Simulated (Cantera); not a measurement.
A perfectly stirred reactor is fed with NO : N2 = 1 : 1.5 (molar parts), at 0.132 atm; it is held at 1823 K, and followed from long to short residence time.

Detailed kinetics in Cantera: GRI-Mech 3.0 (53 species, 325 reactions).

Task: What does this change do: temperature 1823 to 2100 K?

Result: 
```
quantity                 before    after
---------------------  --------  -------
x(NO) at τ = 0.750 s      0.389    0.249
x(NO2) at τ = 0.750 s   6.79e-5  8.01e-5
x(N2) at τ = 0.750 s      0.605    0.675
x(N2O) at τ = 0.750 s   5.95e-5  2.41e-5
x(O2) at τ = 0.750 s    0.00516   0.0746
x(NO) at τ = 75.0 ms      0.399    0.384
x(NO2) at τ = 75.0 ms   4.64e-5  4.92e-5
x(N2) at τ = 75.0 ms      0.600    0.608
x(N2O) at τ = 75.0 ms   5.62e-5  6.42e-5
x(O2) at τ = 75.0 ms   0.000454  0.00746
```

Task: What does this change do: temperature 1823 to 1975 K?

Result: 
| quantity | before | after |
|---|---|---|
| x(NO) at τ = 0.750 s | 0.389 | 0.352 |
| x(NO2) at τ = 0.750 s | 6.79e-5 | 8.20e-5 |
| x(N2) at τ = 0.750 s | 0.605 | 0.624 |
| x(N2O) at τ = 0.750 s | 5.95e-5 | 5.05e-5 |
| x(O2) at τ = 0.750 s | 0.00516 | 0.0238 |
| x(NO) at τ = 75.0 ms | 0.399 | 0.395 |
| x(NO2) at τ = 75.0 ms | 4.64e-5 | 4.57e-5 |
| x(N2) at τ = 75.0 ms | 0.600 | 0.602 |
| x(N2O) at τ = 75.0 ms | 5.62e-5 | 6.47e-5 |
| x(O2) at τ = 75.0 ms | 0.000454 | 0.00213 |
